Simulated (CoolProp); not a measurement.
Vapour-liquid equilibrium of carbon dioxide (1) + sulfur dioxide (2) at 270.4 K; x and y are mole fractions of (1).

Computed with CoolProp (multi-fluid Helmholtz-energy mixture model, Span 1996 and Gao 2016; pair parameters Bell 2016).

**Question.** Give the bubble pressure and the first vapour's composition at x = 0.35, 0.575, 0.65. Is there an azeotrope?

**Answer.** x = 0.35: 1328 kPa, y = 0.911; x = 0.575: 1958 kPa, y = 0.950; x = 0.65: 2154 kPa, y = 0.959. No azeotrope shows between x = 0.05 and 0.95.

The pair parameters rest on a limited set of measurements; away from them the model extrapolates. The gap from Raoult's law changes sign with composition, which may be real or a fault of the pair parameters; it wasn't checked against measurements.
